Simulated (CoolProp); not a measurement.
Values from CoolProp's reference Helmholtz-energy equation of state, Gao 2020.

Give the vapour pressure (kPa), liquid density (kg/m³), vapour density (kg/m³), liquid cp (kJ/(kg K)) of saturated ammonia at -22.85, 18.05 °C.


```json
[
 {"T (°C)": "-22.85", "p (kPa)": "167", "liquid density (kg/m³)": "669", "vapour density (kg/m³)": "1.42", "liquid cp (kJ/(kg K))": "4.51"},
 {"T (°C)": "18.05", "p (kPa)": "805", "liquid density (kg/m³)": "613", "vapour density (kg/m³)": "6.30", "liquid cp (kJ/(kg K))": "4.72"}
]
```
